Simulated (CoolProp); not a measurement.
Computed with CoolProp (reference Helmholtz-energy equation of state, Lemmon 2006). It is a short technical equation, of lower accuracy than the large ones.

For n-nonane, give the phase and the expansivity (1/kK), viscosity (µPa s), Prandtl number at 326.85 °C and 34.2 bar; 326.85 °C and 68.5 bar.


- 326.85 °C and 34.2 bar: supercritical; expansivity 8.09, viscosity 48.9, Prandtl number 2.75
- 326.85 °C and 68.5 bar: supercritical; expansivity 3.11, viscosity 67.7, Prandtl number 2.94

Viscosity comes from a separate model (Huber 2004). Thermal conductivity comes from a separate model (Huber 2005).
